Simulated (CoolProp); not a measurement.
Vapour-liquid equilibrium of n-hexane (1) + hexamethyldisiloxane (MM) (2) at 439.1 K; x and y are mole fractions of (1).

Values from CoolProp's multi-fluid Helmholtz-energy mixture model, Thol 2019 and Thol 2016; pair parameters Bell 2016.

| x | bubble pressure, mixture model (kPa) | bubble pressure, Raoult's law (kPa) | y, mixture model | y, Raoult's law |
|---|---|---|---|---|
| 0.05 | 509.2 | 515.3 | 0.079 | 0.099 |
| 0.125 | 539.5 | 554.9 | 0.188 | 0.229 |
| 0.2 | 570.2 | 594.5 | 0.288 | 0.342 |
| 0.275 | 601.7 | 634.0 | 0.381 | 0.441 |
| 0.35 | 634.6 | 673.6 | 0.468 | 0.528 |
| 0.425 | 669.3 | 713.2 | 0.549 | 0.606 |
| 0.5 | 706.1 | 752.8 | 0.626 | 0.675 |
| 0.575 | 745.3 | 792.4 | 0.697 | 0.738 |
| 0.65 | 787.2 | 832.0 | 0.763 | 0.794 |
| 0.725 | 831.8 | 871.6 | 0.824 | 0.846 |
| 0.8 | 879.1 | 911.2 | 0.880 | 0.893 |
| 0.875 | 929.1 | 950.8 | 0.930 | 0.936 |
| 0.95 | 981.2 | 990.4 | 0.974 | 0.975 |

The largest gap from Raoult's law is -6.2 % in bubble pressure, at x = 0.5. No azeotrope shows between x = 0.05 and 0.95.

Pair parameters are fitted to limited data, so mixtures are less certain than the pure fluids.
